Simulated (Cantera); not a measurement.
A perfectly stirred reactor is fed with 1.39 % C₂H₆, 98.6 % N₂, at 13.5 Torr; it is held at 1800 K, and followed from long to short residence time.

Detailed kinetics in Cantera: GRI-Mech 3.0 (53 species, 325 reactions). GRI-Mech 3.0 stops at C3 and has no aromatics, soot or wall deposition, so with more carbon than oxygen in the feed, carbon stays in small species such as C2H2 where larger ones or solid carbon would form. Radical loss at walls, strong at low pressure, is not modelled.

**Question.** Predict: x(C₂H₆) at τ = 0.370 s; x(C₂H₄) at τ = 0.370 s; x(CH₃) at τ = 0.370 s; x(H) at τ = 0.370 s; x(HCN) at τ = 0.370 s; x(C₂H₆) at τ = 45.0 ms; x(C₂H₄) at τ = 45.0 ms; x(CH₃) at τ = 45.0 ms; x(H) at τ = 45.0 ms; x(HCN) at τ = 45.0 ms.

**Answer.** 
| Quantity | Value |
|---|---|
| x(C₂H₆) at τ = 0.370 s | 9.82e-6 |
| x(C₂H₄) at τ = 0.370 s | 6.15e-5 |
| x(CH₃) at τ = 0.370 s | 0.000345 |
| x(H) at τ = 0.370 s | 0.000546 |
| x(HCN) at τ = 0.370 s | 0.000348 |
| x(C₂H₆) at τ = 45.0 ms | 7.39e-5 |
| x(C₂H₄) at τ = 45.0 ms | 0.000385 |
| x(CH₃) at τ = 45.0 ms | 0.000992 |
| x(H) at τ = 45.0 ms | 0.000672 |
| x(HCN) at τ = 45.0 ms | 0.000133 |
